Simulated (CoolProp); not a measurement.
Saturation properties of nitrogen.

Computed with CoolProp (reference Helmholtz-energy equation of state, Span 2000).

```
T (K)  p (bar)  liquid density (kg/m³)  vapour density (kg/m³)  surface tension (mN/m)  liquid viscosity (µPa s)  vapour viscosity (µPa s)
-----  -------  ----------------------  ----------------------  ----------------------  ------------------------  ------------------------
73.1    0.5944                   825.1                   2.823                    9.85                       192                      5.12
78       1.093                   803.1                       …                    8.73                       157                      5.49
82.8     1.840                   780.8                   8.015                    7.66                       131                         …
87.7     2.944                   756.8                   12.45                    6.60                       111                      6.28
92.5     4.439                   731.9                   18.40                       …                      95.0                      6.70
97.3     6.422                   705.3                   26.38                       …                      82.1                         …
102.2    9.036                   675.8                       …                    3.66                      71.0                      7.66
107      12.26                   643.7                   51.35                    2.77                      61.5                      8.22
```

Problem. Some entries are withheld; supply them.

Solution. 
- 78, vapour density (kg/m³): 4.944
- 82.8, vapour viscosity (µPa s): 5.88
- 92.5, surface tension (mN/m): 5.59
- 97.3, surface tension (mN/m): 4.62
- 97.3, vapour viscosity (µPa s): 7.16
- 102.2, vapour density (kg/m³): 37.21

It boils at 77.4 K under 1 atm.

Viscosity comes from a separate model (Lemmon 2004). Surface tension comes from a separate correlation (Mulero 2012).
